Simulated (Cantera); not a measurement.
**Ignition delay**

Mixture: H2 : O2 : N2 = 1 : 0.5 : 1.88 (molar parts), equivalence ratio 1.0, at 7500 Torr, adiabatic and at constant pressure. Ignition delay is the time to a rise of 400 K.

Detailed kinetics in Cantera: GRI-Mech 3.0 (53 species, 325 reactions). The hydrogen kinetics of GRI-Mech 3.0 are dated; newer H2 mechanisms differ, most at raised pressure.

| T0 (K) | delay (ms) |
|---|---|
| 1125 | 0.489 |
| 1175 | 0.134 |
| 1225 | 0.0252 |
| 1275 | 0.00703 |
| 1325 | 0.00393 |
| 1375 | 0.00270 |
| 1425 | 0.00204 |

```yaml
apparent activation energy between 1325 and 1425 K: 100 kJ/mol
```
